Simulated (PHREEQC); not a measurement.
Dissolve 0.042 mol KOH and 0.073 mol KH2PO4 per kg of water at 25 °C. Closed to the air; pH follows from the charge balance.

Equilibrium calculation in PHREEQC: ion-association model, wateq4f.dat.

The ionic strength comes out as 0.152 mol/kgw. What activity coefficients do KHPO4-, H2PO4-, K+, HPO4-2 get?

KHPO4- 0.76, H2PO4- 0.76, K+ 0.73, HPO4-2 0.33.

Precipitation was switched off in this run. Species that the database lacks are ignored. H3PO4, which wateq4f.dat lacks, is added to it with the constant of phreeqc.dat.
